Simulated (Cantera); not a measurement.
A Cantera script and what it prints.

```python
import numpy as np
import cantera as ct

gas_names = """
    CL CL2 H HCL H2 N NH NH2 NH3 N2 N2H2 N2H4 Si SiCL SiCL2 SiCL3 SiCL4 SiH SiHCL3 SiH2 SiH2CL2 SiH3
    SiH3CL SiH4 SiN Si2 Si2N Si3
""".split()
cond_names = """
    NH4CL(a) NH4CL(b) Si(cr) Si(L) Si3N4(a)
""".split()


# ... load() reads the species with a 1 bar reference pressure and builds the phases ...
atoms = {
    'Si2Cl6': {'Si': 2, 'CL': 6},
    'NH3': {'N': 1, 'H': 3},
}
top_T = {'Si3N4(a)': 2400}  # K; cautious upper limits of use, not melting points


# ... equilibrate(T, P, feed) seeds the gas with the atoms and calls Mixture.equilibrate('TP', solver="vcs", rtol=1e-11, max_steps=5000) ...
results = []
feed = {'Si2Cl6': 1, 'NH3': 2.8}  # mol
P = 11  # Pa
for T in [1425, 1475, 1525, 1575, 1625, 1675, 1725, 1775, 1825, 1875]:
    mix = equilibrate(T, P, feed)
    results.append((T, P, feed, dict(zip(mix.species_names, mix.species_moles))))
    x = sorted(zip(gas.X, gas.species_names), reverse=True)
    print(f"T = {T:g} K  P = {P:g} Pa  gas = {mix.phase_moles(0):.4g} mol")
    print("   x: " + "  ".join(f"{s} {v:.3e}" for v, s in x if v > 1e-06))
    print("   condensed (mol): " + ("  ".join(f"{mix.phase(i).name} {mix.phase_moles(i):.4g}"
          for i in range(1, mix.n_phases) if mix.phase_moles(i) > 1e-12) or "none"))
```

Output:

```
T = 1425 K  P = 11 Pa  gas = 8.585 mol
   x: H2 3.747e-01  SiCL2 2.289e-01  HCL 2.286e-01  N2 1.631e-01  SiCL3 3.716e-03  H 3.981e-04  SiCL4 2.373e-04  CL 1.989e-04  SiCL 4.456e-05  SiHCL3 3.043e-05  Si 7.960e-06
   condensed (mol): none
T = 1475 K  P = 11 Pa  gas = 8.593 mol
   x: H2 3.736e-01  SiCL2 2.298e-01  HCL 2.296e-01  N2 1.629e-01  SiCL3 2.657e-03  H 7.558e-04  CL 3.764e-04  SiCL4 1.045e-04  SiCL 9.653e-05  Si 2.703e-05  SiHCL3 1.609e-05
   condensed (mol): none
T = 1525 K  P = 11 Pa  gas = 8.602 mol
   x: H2 3.725e-01  SiCL2 2.302e-01  HCL 2.302e-01  N2 1.628e-01  SiCL3 1.936e-03  H 1.377e-03  CL 6.823e-04  SiCL 1.987e-04  Si 8.489e-05  SiCL4 4.839e-05  SiHCL3 8.850e-06  SiH 1.576e-06
   condensed (mol): none
T = 1575 K  P = 11 Pa  gas = 8.613 mol
   x: H2 3.712e-01  HCL 2.304e-01  SiCL2 2.301e-01  N2 1.625e-01  H 2.414e-03  SiCL3 1.437e-03  CL 1.191e-03  SiCL 3.900e-04  Si 2.476e-04  SiCL4 2.349e-05  SiHCL3 5.048e-06  SiH 3.781e-06
   condensed (mol): none
T = 1625 K  P = 11 Pa  gas = 8.631 mol
   x: H2 3.692e-01  HCL 2.307e-01  SiCL2 2.292e-01  N2 1.622e-01  H 4.088e-03  CL 2.011e-03  SiCL3 1.085e-03  SiCL 7.310e-04  Si 6.723e-04  SiCL4 1.193e-05  SiH 8.536e-06  SiHCL3 2.975e-06  SiN 2.231e-06  Si2N 1.742e-06  SiH2 1.108e-06
   condensed (mol): none
T = 1675 K  P = 11 Pa  gas = 8.66 mol
   x: H2 3.658e-01  HCL 2.316e-01  SiCL2 2.271e-01  N2 1.617e-01  H 6.696e-03  CL 3.309e-03  Si 1.694e-03  SiCL 1.306e-03  SiCL3 8.323e-04  SiH 1.805e-05  SiCL4 6.336e-06  SiN 4.706e-06  Si2N 3.644e-06  Si2 2.833e-06  SiHCL3 1.806e-06  SiH2 1.766e-06
   condensed (mol): none
T = 1725 K  P = 11 Pa  gas = 8.711 mol
   x: H2 3.599e-01  HCL 2.338e-01  SiCL2 2.227e-01  N2 1.607e-01  H 1.062e-02  CL 5.344e-03  Si 3.925e-03  SiCL 2.209e-03  SiCL3 6.487e-04  SiH 3.529e-05  SiN 9.209e-06  Si2 7.957e-06  Si2N 6.862e-06  SiCL4 3.531e-06  SiH2 2.639e-06  SiHCL3 1.126e-06
   condensed (mol): none
T = 1775 K  P = 11 Pa  gas = 8.796 mol
   x: H2 3.500e-01  HCL 2.386e-01  SiCL2 2.150e-01  N2 1.592e-01  H 1.633e-02  CL 8.551e-03  Si 8.233e-03  SiCL 3.504e-03  SiCL3 5.131e-04  SiH 6.270e-05  Si2 1.901e-05  SiN 1.644e-05  Si2N 1.122e-05  SiH2 3.616e-06  SiCL4 2.072e-06  Si3 1.893e-06
   condensed (mol): none
T = 1825 K  P = 11 Pa  gas = 8.93 mol
   x: H2 3.349e-01  HCL 2.465e-01  SiCL2 2.027e-01  N2 1.568e-01  H 2.430e-02  Si 1.546e-02  CL 1.364e-02  SiCL 5.166e-03  SiCL3 4.102e-04  SiH 9.970e-05  Si2 3.763e-05  SiN 2.643e-05  Si2N 1.547e-05  SiH2 4.459e-06  Si3 3.303e-06  SiCL4 1.278e-06
   condensed (mol): none
T = 1875 K  P = 11 Pa  gas = 9.128 mol
   x: H2 3.141e-01  HCL 2.569e-01  SiCL2 1.853e-01  N2 1.533e-01  H 3.503e-02  Si 2.600e-02  CL 2.169e-02  SiCL 7.058e-03  SiCL3 3.279e-04  SiH 1.417e-04  Si2 6.163e-05  SiN 3.823e-05  Si2N 1.792e-05  SiH2 4.928e-06  Si3 4.447e-06
   condensed (mol): none
```

Equilibrium computed with Cantera from the NASA thermochemical tables; the gas is ideal and each condensed phase is pure. The feed counts by its element totals alone. The tables' values for SiCl, SiCl3, SiN are old estimates; treat these amounts as uncertain.
